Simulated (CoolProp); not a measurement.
Water along the isotherm 1000 K: Z from the reference equation and from simpler models built on Tc = 647.1 K, pc = 22.06 MPa, ω = 0.344; each cubic takes its own stable root.

Model: reference Helmholtz-energy equation of state, Wagner 2002, in CoolProp.

```
p (MPa)          phase  reference  van der Waals  Redlich-Kwong  Soave-Redlich-Kwong  Peng-Robinson
-------  -------------  ---------  -------------  -------------  -------------------  -------------
0.316              gas     0.9992         0.9986         0.9987               0.9993         0.9990
0.464              gas     0.9988         0.9980         0.9982               0.9990         0.9986
0.681              gas     0.9983         0.9970         0.9973               0.9986         0.9979
1                  gas     0.9974         0.9957         0.9960               0.9979         0.9969
1.47               gas     0.9962         0.9936         0.9942               0.9969         0.9955
2.15               gas     0.9945         0.9906         0.9915               0.9955         0.9934
3.16               gas     0.9919         0.9862         0.9875               0.9935         0.9904
4.64               gas     0.9881         0.9798         0.9817               0.9905         0.9861
6.81               gas     0.9825         0.9702         0.9732               0.9863         0.9798
10                 gas     0.9742         0.9561         0.9610               0.9804         0.9711
14.7               gas     0.9620         0.9353         0.9434               0.9723         0.9590
21.5               gas     0.9445         0.9052         0.9191               0.9620         0.9435
31.6     supercritical     0.9191         0.8617         0.8863               0.9499         0.9246
46.4     supercritical     0.8849         0.8067         0.8480               0.9397         0.9064
68.1     supercritical     0.8452         0.7717         0.8199               0.9414         0.8991
100      supercritical     0.8163         0.8277         0.8377               0.9747         0.9217
```
